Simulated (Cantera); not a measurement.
Input (Python, Cantera) and output of one run.

```python
import numpy as np
import cantera as ct

gas_names = """
    H HO2 H2 H2O H2O2 H2S H2SO4 Mg MgH MgO MgOH MgO2H2 MgS Mg2 O OH O2 O3 S SH SO SO2 SO3 S2 S2O S8
""".split()
cond_names = """
    H2O(s) H2O(L) H2SO4(L) Mg(cr) Mg(L) MgO(s) MgO(L) MgO2H2(s) MgS(s) MgSO4(s) MgSO4(L) S(cr1) S(cr2)
    S(L)
""".split()


# ... load() reads the species with a 1 bar reference pressure and builds the phases ...
atoms = {
    'MgSO4': {'Mg': 1, 'S': 1, 'O': 4},
    'H2': {'H': 2},
    'O2': {'O': 2},
}
top_T = {'MgS(s)': 2250}  # K; cautious upper limits of use, not melting points


# ... equilibrate(T, P, feed) seeds the gas with the atoms and calls Mixture.equilibrate('TP', solver="vcs", rtol=1e-11, max_steps=5000) ...
results = []
feed = {'MgSO4': 1, 'H2': 0.21, 'O2': 0.64}  # mol
T = 2173  # K
P = 330000  # Pa
mix = equilibrate(T, P, feed)
results.append((T, P, feed, dict(zip(mix.species_names, mix.species_moles))))
print(gas.report(threshold=0.001))
for i in range(1, mix.n_phases):
    print(f"{mix.phase(i).name:16s} {mix.phase_moles(i):12.5e} mol")
```

Output:

```
       temperature   2173 K
          pressure   3.3e+05 Pa
           density   0.82093 kg/m^3
  mean mol. weight   44.946 kg/kmol
   phase of matter   gas

                          1 kg             1 kmol
                     ---------------   ---------------
          enthalpy        -1.578e+06       -7.0923e+07  J
   internal energy         -1.98e+06        -8.899e+07  J
           entropy            6774.2        3.0447e+05  J/K
    Gibbs function       -1.6298e+07       -7.3254e+08  J
 heat capacity c_p            1083.1             48680  J/K
 heat capacity c_v             898.1             40366  J/K

                      mass frac. Y      mole frac. X     chem. pot. / RT
                     ---------------   ---------------   ---------------
               H2O           0.03666          0.091462           -42.424
                OH         0.0014558         0.0038472           -28.374
                O2           0.32645           0.45854           -28.648
               SO2           0.63137           0.44299           -52.514
               SO3         0.0034922         0.0019606           -66.838
     [  +21 minor]        0.00057411         0.0011941

Mg(L)             0.00000e+00 mol
MgO(s)            9.99970e-01 mol
MgS(s)            0.00000e+00 mol
MgSO4(L)          0.00000e+00 mol
S(L)              0.00000e+00 mol
```

Method: chemical equilibrium by Gibbs-energy minimisation in Cantera with the NASA 1993 tables (ideal gas, pure condensed phases).
